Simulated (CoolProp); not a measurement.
Properties of chlorine along the isobar 20000 kPa.

Computed with CoolProp (reference Helmholtz-energy equation of state, Thol 2021).

| T (°C) | phase | Z | speed of sound (m/s) | fugacity coefficient |
|---|---|---|---|---|
| 22.15 | liquid | 0.3982 | 935.0 | 0.04814 |
| 31.35 | liquid | 0.3929 | 903.4 | 0.06009 |
| 40.55 | liquid | 0.3881 | 871.8 | 0.07379 |
| 49.75 | liquid | 0.3840 | 840.3 | 0.08925 |
| 58.95 | liquid | 0.3806 | 808.6 | 0.1065 |
| 68.15 | liquid | 0.3777 | 776.8 | 0.1255 |
| 77.35 | liquid | 0.3755 | 744.9 | 0.1461 |
| 86.55 | liquid | 0.3740 | 712.8 | 0.1684 |
| 95.75 | liquid | 0.3731 | 680.5 | 0.1922 |
| 104.95 | liquid | 0.3729 | 648.1 | 0.2174 |
| 114.05 | liquid | 0.3735 | 616.0 | 0.2435 |
| 123.25 | liquid | 0.3750 | 583.7 | 0.2709 |
| 132.45 | liquid | 0.3773 | 551.6 | 0.2993 |
